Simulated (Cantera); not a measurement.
Input (Python, Cantera) and output of one run.

```python
import numpy as np
import cantera as ct

gas_names = """
    Br Br2 H HBr H2 N NH NH2 NH3 N2 N2H2 N2H4 Si SiBr SiBr2 SiBr3 SiBr4 SiH SiHBr3 SiH2 SiH2Br2 SiH3
    SiH3Br SiH4 SiN Si2 Si2N Si3
""".split()
cond_names = """
    Br2(cr) Br2(L) Si(cr) Si(L) Si3N4(a)
""".split()


# ... load() reads the species with a 1 bar reference pressure and builds the phases ...
atoms = {
    'Si': {'Si': 1},
    'HBr': {'H': 1, 'Br': 1},
    'N2': {'N': 2},
}
top_T = {'Si3N4(a)': 2400}  # K; cautious upper limits of use, not melting points


# ... equilibrate(T, P, feed) seeds the gas with the atoms and calls Mixture.equilibrate('TP', solver="vcs", rtol=1e-11, max_steps=5000) ...
results = []
P = 1333.22  # Pa
for T in [1273, 1323, 1373, 1423, 1473, 1523, 1573, 1623, 1673, 1723, 1773]:
    for m in [0.36, 1, 1.7, 2.3, 2.9, 3.6, 4.2, 4.9, 5.5]:
        feed = {'Si': 1, 'HBr': 2.9, 'N2': m}  # mol
        mix = equilibrate(T, P, feed)
        results.append((T, P, feed, dict(zip(mix.species_names, mix.species_moles))))

for T, P, feed, n in results:
    print(f"{T:7g} {feed['N2']:10.4g}  " + (" + ".join(c for c in cond_names if n.get(c, 0) > 1e-12) or "gas only"))
```

Result:

```
   1273       0.36  Si3N4(a)
   1273          1  Si3N4(a)
   1273        1.7  Si3N4(a)
   1273        2.3  Si3N4(a)
   1273        2.9  Si3N4(a)
   1273        3.6  Si3N4(a)
   1273        4.2  Si3N4(a)
   1273        4.9  Si3N4(a)
   1273        5.5  Si3N4(a)
   1323       0.36  Si3N4(a)
   1323          1  Si3N4(a)
   1323        1.7  Si3N4(a)
   1323        2.3  Si3N4(a)
   1323        2.9  Si3N4(a)
   1323        3.6  Si3N4(a)
   1323        4.2  Si3N4(a)
   1323        4.9  Si3N4(a)
   1323        5.5  Si3N4(a)
   1373       0.36  Si3N4(a)
   1373          1  Si3N4(a)
   1373        1.7  Si3N4(a)
   1373        2.3  Si3N4(a)
   1373        2.9  Si3N4(a)
   1373        3.6  Si3N4(a)
   1373        4.2  Si3N4(a)
   1373        4.9  Si3N4(a)
   1373        5.5  Si3N4(a)
   1423       0.36  Si3N4(a)
   1423          1  Si3N4(a)
   1423        1.7  Si3N4(a)
   1423        2.3  Si3N4(a)
   1423        2.9  Si3N4(a)
   1423        3.6  Si3N4(a)
   1423        4.2  Si3N4(a)
   1423        4.9  Si3N4(a)
   1423        5.5  Si3N4(a)
   1473       0.36  Si3N4(a)
   1473          1  Si3N4(a)
   1473        1.7  Si3N4(a)
   1473        2.3  Si3N4(a)
   1473        2.9  Si3N4(a)
   1473        3.6  Si3N4(a)
   1473        4.2  Si3N4(a)
   1473        4.9  Si3N4(a)
   1473        5.5  Si3N4(a)
   1523       0.36  Si3N4(a)
   1523          1  Si3N4(a)
   1523        1.7  Si3N4(a)
   1523        2.3  Si3N4(a)
   1523        2.9  Si3N4(a)
   1523        3.6  Si3N4(a)
   1523        4.2  Si3N4(a)
   1523        4.9  Si3N4(a)
   1523        5.5  Si3N4(a)
   1573       0.36  Si3N4(a)
   1573          1  Si3N4(a)
   1573        1.7  Si3N4(a)
   1573        2.3  Si3N4(a)
   1573        2.9  Si3N4(a)
   1573        3.6  Si3N4(a)
   1573        4.2  Si3N4(a)
   1573        4.9  Si3N4(a)
   1573        5.5  Si3N4(a)
   1623       0.36  Si3N4(a)
   1623          1  Si3N4(a)
   1623        1.7  Si3N4(a)
   1623        2.3  Si3N4(a)
   1623        2.9  Si3N4(a)
   1623        3.6  Si3N4(a)
   1623        4.2  Si3N4(a)
   1623        4.9  Si3N4(a)
   1623        5.5  Si3N4(a)
   1673       0.36  gas only
   1673          1  Si3N4(a)
   1673        1.7  Si3N4(a)
   1673        2.3  Si3N4(a)
   1673        2.9  Si3N4(a)
   1673        3.6  Si3N4(a)
   1673        4.2  Si3N4(a)
   1673        4.9  Si3N4(a)
   1673        5.5  Si3N4(a)
   1723       0.36  gas only
   1723          1  gas only
   1723        1.7  Si3N4(a)
   1723        2.3  Si3N4(a)
   1723        2.9  Si3N4(a)
   1723        3.6  Si3N4(a)
   1723        4.2  Si3N4(a)
   1723        4.9  Si3N4(a)
   1723        5.5  Si3N4(a)
   1773       0.36  gas only
   1773          1  gas only
   1773        1.7  gas only
   1773        2.3  gas only
   1773        2.9  gas only
   1773        3.6  gas only
   1773        4.2  Si3N4(a)
   1773        4.9  Si3N4(a)
   1773        5.5  Si3N4(a)
```

Equilibrium computed with Cantera from the NASA thermochemical tables; the gas is ideal and each condensed phase is pure. N2 is the only nitrogen source here; it is nearly inert below about 1500 K, so the nitride shown seldom forms there in practice. The tables' values for SiBr3 are old estimates.
